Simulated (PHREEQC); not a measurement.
**Buffer (model solution)**

Dissolve 0.0081 mol/kgw NaHCO3, 7.9e-05 mol/kgw Na2SO4 and 0.26 mol/kgw LiCl at 25 °C. Closed to the air; pH follows from the charge balance.

All values are PHREEQC results (ion-association model, phreeqc.dat), not measurements.

Each row changes one thing in this solution. This is a speciation only: nothing precipitates in the calculation.

| case | pH | CO2 (mol/kgw) | NaHCO3 (mol/kgw) | (CO2)2 (mol/kgw) | SI of Halite (NaCl) |
|---|---|---|---|---|---|
| as made | 8.04 | 0.000111 | 1.83e-5 | 2.41e-10 | -4.53 |
| Na2SO4 from 7.9e-05 to 7.11e-05 mol/kgw | 8.04 | 0.000111 | 1.83e-5 | 2.41e-10 | -4.53 |
| temperature from 25 to 55 °C | 7.88 | 0.000137 | 1.50e-5 | 8.43e-10 | -4.57 |
| Na2SO4 replaced by NaHF2 at the same molality | 7.89 | 0.000157 | 1.81e-5 | 4.82e-10 | -4.54 |
| 0.014 mol/kgw NaHSO4 added | 2.43 | 0.00810 | 8.76e-9 | 1.29e-6 | -4.11 |
| diluted 2-fold with water | 8.10 | 5.34e-5 | 5.24e-6 | 5.39e-11 | -5.08 |
| LiCl from 0.26 to 0.39 mol/kgw | 8.01 | 0.000113 | 1.69e-5 | 2.56e-10 | -4.38 |

At this temperature some constants are extrapolated from 25 °C, and those without enthalpy data are left unchanged.
